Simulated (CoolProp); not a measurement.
Nitrogen along the isotherm 91.6 K: fugacity coefficient from the reference equation and from simpler models built on Tc = 126.2 K, pc = 3.396 MPa, ω = 0.037; each cubic takes its own stable root.

Computed with CoolProp (reference Helmholtz-energy equation of state, Span 2000).

| p (MPa) | phase | reference |
|---|---|---|
| 0.0537 | gas | 0.9867 |
| 0.0867 | gas | 0.9785 |
| 0.14 | gas | 0.9653 |
| 0.226 | gas | 0.9439 |
| 0.366 | gas | 0.9090 |
| 0.591 | liquid | 0.6317 |
| 0.955 | liquid | 0.3981 |
| 1.54 | liquid | 0.2542 |
| 2.49 | liquid | 0.1648 |
| 4.03 | liquid | 0.1098 |
| 6.5 | liquid | 0.07678 |
| 10.5 | liquid | 0.05759 |
| 17 | liquid | 0.04832 |

Problem. How far does each simpler model (van der Waals, Redlich-Kwong, Soave-Redlich-Kwong, Peng-Robinson) lie from the reference over these 13 states: mean and median of the absolute difference, and the worst?

Solution. 
- van der Waals: mean 60.5 %, median 84.1 %, worst +151.2 % at 91.6 K and 17 MPa
- Redlich-Kwong: mean 1.4 %, median 2.2 %, worst -2.6 % at 91.6 K and 17 MPa
- Soave-Redlich-Kwong: mean 0.4 %, median 0.6 %, worst +0.8 % at 91.6 K and 6.5 MPa
- Peng-Robinson: mean 1.7 %, median 0.3 %, worst -8.7 % at 91.6 K and 17 MPa

At some of these states van der Waals gives the other phase, because its saturation line lies elsewhere.
